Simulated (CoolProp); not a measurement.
Values from CoolProp's reference Helmholtz-energy equation of state, Lemmon 2006. It is a short technical equation, of lower accuracy than the large ones.

Task: Give the vapour pressure (MPa), vapour density (kg/m³), enthalpy of vaporisation (kJ/kg), liquid cp (kJ/(kg K)) of saturated CH3F (R41) at 249.7, 262, 268.2 K.

Result: 
| T (K) | p (MPa) | vapour density (kg/m³) | enthalpy of vaporisation (kJ/kg) | liquid cp (kJ/(kg K)) |
|---|---|---|---|---|
| 249.7 | 1.02 | 20.4 | 393 | 2.31 |
| 262 | 1.49 | 30.2 | 364 | 2.45 |
| 268.2 | 1.78 | 36.6 | 347 | 2.54 |
